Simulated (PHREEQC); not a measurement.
# Alkaline etch or developer

Consider water at 25 °C with 15 mmol/kgw KOH and 3.2 mmol/kgw CO2. Closed to the air; pH follows from the charge balance.

Model: Pitzer model, pitzer.dat, run in PHREEQC.

```json
{
  "pH": "11.88",
  "ionic_strength": "0.0181 mol/kgw",
  "specific_conductance": "2950 µS/cm",
  "osmotic_coefficient": "0.946",
  "total_alkalinity": "15.0 meq/kg"
}
```

```tsv
species	molality	activity	log γ
K+	0.0150	0.0131	-0.059
OH-	0.00866	0.00762	-0.056
CO3-2	0.00314	0.00185	-0.230
HCO3-	6.13e-5	5.36e-5	-0.058
```

No solid was allowed to form.
